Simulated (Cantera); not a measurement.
Input (Python, Cantera) and output of one run.

```python
import numpy as np
import cantera as ct

gas_names = [...]  # 109 gases of nasa_gas.yaml made of C, Cl, H, Si
cond_names = """
    C(gr) C6H6(L) C7H8(L) C8H18(L),n-octa Si(cr) Si(L) SiC(b)
""".split()


# ... load() reads the species with a 1 bar reference pressure and builds the phases ...
atoms = {
    '(CH3)2SiCl2': {'C': 2, 'H': 6, 'Si': 1, 'CL': 2},
    'C2H2': {'C': 2, 'H': 2},
    'H2': {'H': 2},
}
top_T = {'C(gr)': 4500, 'SiC(b)': 3050}  # K; cautious upper limits of use, not melting points


# ... equilibrate(T, P, feed) seeds the gas with the atoms and calls Mixture.equilibrate('TP', solver="vcs", rtol=1e-11, max_steps=5000) ...
results = []
feed = {'(CH3)2SiCl2': 1, 'C2H2': 0.68, 'H2': 1100}  # mol
T = 1500  # K
for P in [100, 270, 720, 1900, 5200, 14000, 37000, 100000]:
    mix = equilibrate(T, P, feed)
    results.append((T, P, feed, dict(zip(mix.species_names, mix.species_moles))))

top = {s: max(r[3][s] / sum(r[3][g] for g in gas_names) for r in results) for s in gas_names}
cols = sorted((s for s in top if top[s] > 0.0001), key=lambda s: -top[s])[:7]
seen = [c for c in cond_names if any(r[3].get(c, 0) > 1e-12 for r in results)]
print("log10 of partial pressures in bar; condensed amounts in mol")
print(f"{'P/Pa':>10s}" + "".join(f"{s[:9]:>10s}" for s in cols + seen))
for T, P, feed, n in results:
    ng = sum(n[g] for g in gas_names)
    print(f"{P:10.4g}" + "".join(f"{np.log10(max(n[s] / ng * P / 1e5, 1e-99)):10.3f}" for s in cols)
          + "".join(f"{n.get(c, 0):10.4g}" for c in seen))
```

Output:

```
log10 of partial pressures in bar; condensed amounts in mol
      P/Pa        H2       CH4       HCL         H     C(gr)    SiC(b)
       100    -3.001    -8.592    -5.743    -6.255     2.337    0.9998
       270    -2.570    -7.729    -5.311    -6.039     2.333    0.9999
       720    -2.144    -6.877    -4.885    -5.826      2.32    0.9999
      1900    -1.722    -6.034    -4.464    -5.615     2.286    0.9999
      5200    -1.285    -5.160    -4.026    -5.397     2.193    0.9999
   1.4e+04    -0.855    -4.300    -3.596    -5.182     1.944    0.9999
   3.7e+04    -0.433    -3.456    -3.174    -4.971     1.294    0.9999
     1e+05    -0.002    -2.673    -2.741    -4.755         0    0.9999
```

Method: chemical equilibrium by Gibbs-energy minimisation in Cantera with the NASA 1993 tables (ideal gas, pure condensed phases). The feed counts by its element totals alone.
